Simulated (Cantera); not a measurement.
A freely propagating, adiabatic, planar premixed flame of CO : H2 : O2 : N2 = 1 : 0.13 : 0.673 : 2.53 (molar parts), unburnt at 650 K and 9.87 atm; mixture-averaged transport, grid criteria slope 0.08 and curve 0.16, no radiation.

Detailed kinetics in Cantera: GRI-Mech 3.0 (53 species, 325 reactions). The hydrogen kinetics of GRI-Mech 3.0 are dated; newer H2 mechanisms differ, most at raised pressure. Burning velocities carry a grid error of a few per cent, more on coarse grids.

Task: What does this change do: CO 1 to 1.3 parts?

Result: 
| quantity | before | after |
|---|---|---|
| laminar burning velocity | 97.7 cm/s | 122 cm/s |
| thermal thickness | 0.0662 mm | 0.0605 mm |
| peak x(H) | 0.00239 | 0.00392 |
| peak x(O) | 0.00705 | 0.00885 |

Task: What does this change do: CO 1 to 0.8 parts?

Result: 
| quantity | before | after |
|---|---|---|
| laminar burning velocity | 97.7 cm/s | 76.0 cm/s |
| thermal thickness | 0.0662 mm | 0.0728 mm |
| peak x(H) | 0.00239 | 0.00136 |
| peak x(O) | 0.00705 | 0.00512 |
